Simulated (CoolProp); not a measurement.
Vapour-liquid equilibrium of C2F6 (R116) (1) + propane (2) at 719 kPa; x and y are mole fractions of (1).

Values from CoolProp's multi-fluid Helmholtz-energy mixture model, Lemmon 2006 and Lemmon 2009; pair parameters Bell 2016.

```json
[
 {"x": "0.05", "bubble temperature (K)": "271.2", "y at the bubble point": "0.368", "dew temperature at overall composition x (K)": "285.5", "liquid density (mol/L)": "11.82"},
 {"x": "0.125", "bubble temperature (K)": "257.7", "y at the bubble point": "0.599", "dew temperature at overall composition x (K)": "282.4", "liquid density (mol/L)": "11.91"},
 {"x": "0.2", "bubble temperature (K)": "251.7", "y at the bubble point": "0.683", "dew temperature at overall composition x (K)": "279.2", "liquid density (mol/L)": "11.79"},
 {"x": "0.275", "bubble temperature (K)": "248.9", "y at the bubble point": "0.720", "dew temperature at overall composition x (K)": "275.7", "liquid density (mol/L)": "11.58"},
 {"x": "0.35", "bubble temperature (K)": "247.4", "y at the bubble point": "0.740", "dew temperature at overall composition x (K)": "272.1", "liquid density (mol/L)": "11.35"},
 {"x": "0.425", "bubble temperature (K)": "246.5", "y at the bubble point": "0.754", "dew temperature at overall composition x (K)": "268.2", "liquid density (mol/L)": "11.11"},
 {"x": "0.5", "bubble temperature (K)": "245.7", "y at the bubble point": "0.768", "dew temperature at overall composition x (K)": "263.9", "liquid density (mol/L)": "10.89"},
 {"x": "0.575", "bubble temperature (K)": "244.9", "y at the bubble point": "0.783", "dew temperature at overall composition x (K)": "259.3", "liquid density (mol/L)": "10.69"},
 {"x": "0.65", "bubble temperature (K)": "244.1", "y at the bubble point": "0.803", "dew temperature at overall composition x (K)": "254.1", "liquid density (mol/L)": "10.51"},
 {"x": "0.725", "bubble temperature (K)": "243.3", "y at the bubble point": "0.828", "dew temperature at overall composition x (K)": "248.5", "liquid density (mol/L)": "10.35"},
 {"x": "0.8", "bubble temperature (K)": "242.6", "y at the bubble point": "0.861", "dew temperature at overall composition x (K)": "244.2", "liquid density (mol/L)": "10.22"},
 {"x": "0.875", "bubble temperature (K)": "242.0", "y at the bubble point": "0.902", "dew temperature at overall composition x (K)": "242.3", "liquid density (mol/L)": "10.10"},
 {"x": "0.95", "bubble temperature (K)": "241.5", "y at the bubble point": "0.956", "dew temperature at overall composition x (K)": "241.6", "liquid density (mol/L)": "9.996"}
]
```

No azeotrope shows between x = 0.05 and 0.95.

The pair parameters rest on a limited set of measurements; away from them the model extrapolates. With so large a gap from Raoult's law the liquid may split in two, which this calculation doesn't test in full.
